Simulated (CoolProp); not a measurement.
Aqueous ethanol as a coolant, 10 % by mass, freezing at -4.4 °C, 1 atm.

The numbers come from the Melinder's fits for secondary coolants in CoolProp.

| T (°C) | cp (kJ/(kg K)) | viscosity (mPa s) | density (kg/m³) | Prandtl number |
|---|---|---|---|---|
| 1.5 | 4.394 | 3.09 | 984.9 | 26.9 |
| 7.1 | 4.366 | 2.41 | 984.4 | 20.6 |
| 12.8 | 4.336 | 1.94 | 983.5 | 16.2 |
| 18.4 | 4.310 | 1.61 | 982.3 | 13.2 |
| 24.1 | 4.288 | 1.35 | 980.6 | 10.9 |
| 29.7 | 4.273 | 1.16 | 978.8 | 9.17 |
| 35.4 | 4.266 | 1.00 | 976.6 | 7.81 |
